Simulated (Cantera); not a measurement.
A freely propagating, adiabatic, planar premixed flame of CO : H2 : CH4 : O2 : N2 : H2O = 1 : 0.091 : 0.063 : 0.79 : 2.97 : 0.12 (molar parts), equivalence ratio 0.85, unburnt at 550 K and 0.158 atm; mixture-averaged transport, grid criteria slope 0.08 and curve 0.16, no radiation.

Model: GRI-Mech 3.0 (53 species, 325 reactions), integrated in Cantera. Burning velocities carry a grid error of a few per cent, more on coarse grids.

x: mole fraction of selected species; z is measured from the peak of heat release.

```tsv
z (mm)	T (K)	u (m/s)	x CO	x H2	x CH4	x CH2O	x HCN	x CO2
-14.2	550	1.71	0.199	0.0181	0.0125	<1e-8	<1e-8	<1e-8
-9.48	550	1.71	0.199	0.0181	0.0125	<1e-8	<1e-8	<1e-8
-7.11	550	1.71	0.199	0.0181	0.0125	<1e-8	<1e-8	<1e-8
-4.74	550	1.71	0.199	0.0181	0.0125	<1e-8	<1e-8	1.32e-7
-2.37	564	1.75	0.198	0.0179	0.0125	___	<1e-8	___
-1.18	709	2.20	0.192	0.0170	0.0115	2.73e-5	<1e-8	0.00666
0	1093	3.38	0.172	0.0124	0.00289	8.45e-5	<1e-8	0.0346
1.18	___	4.05	___	0.00597	___	___	<1e-8	___
2.37	1450	4.36	0.0953	0.00590	1.71e-8	<1e-8	<1e-8	0.121
4.74	1585	4.70	0.0721	0.00669	<1e-8	<1e-8	<1e-8	0.148
9.48	1716	5.04	0.0672	0.00637	<1e-8	<1e-8	<1e-8	0.155
19.0	1848	5.38	0.0630	0.00545	<1e-8	<1e-8	<1e-8	0.162
37.9	1974	5.70	0.0558	0.00438	<1e-8	<1e-8	<1e-8	0.171
```

Question: Complete the blanks.

Answer: 
- -2.37, x CH2O: 5.91e-6
- -2.37, x CO2: 0.000472
- 1.18, T (K): 1325
- 1.18, x CO: 0.129
- 1.18, x CH4: 1.59e-5
- 1.18, x CH2O: 1.09e-6
- 1.18, x CO2: 0.0838
